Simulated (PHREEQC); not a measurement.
Solution (20 °C): 0.16 mol HF and 0.054 mol Na2B4O7 per kg of water. It is in equilibrium with CO2 at log p = 0 (atm). Otherwise closed; pH follows from the charge balance.

Equilibrium calculation in PHREEQC: ion-association model, phreeqc.dat.

No solid was allowed to form.

### Question
Order these F species by the share of F that they hold, largest first: F-, BF3OH-, BF(OH)3-, BF2(OH)2-, BF4-.

### Answer
BF2(OH)2- (49 %), F- (31 %), BF3OH- (10 %), BF4- (6.8 %), BF(OH)3- (1.9 %)

### Question
Order these C species by the share of C that they hold, largest first: NaHCO3, (CO2)2, HCO3-, CO2.

### Answer
CO2 (85 %), HCO3- (14 %), NaHCO3 (0.53 %), (CO2)2 (0.10 %)

The pH is 5.50 and the ionic strength 0.106 mol/kgw. Real BF4- forms and hydrolyses slowly; the run takes it at equilibrium.
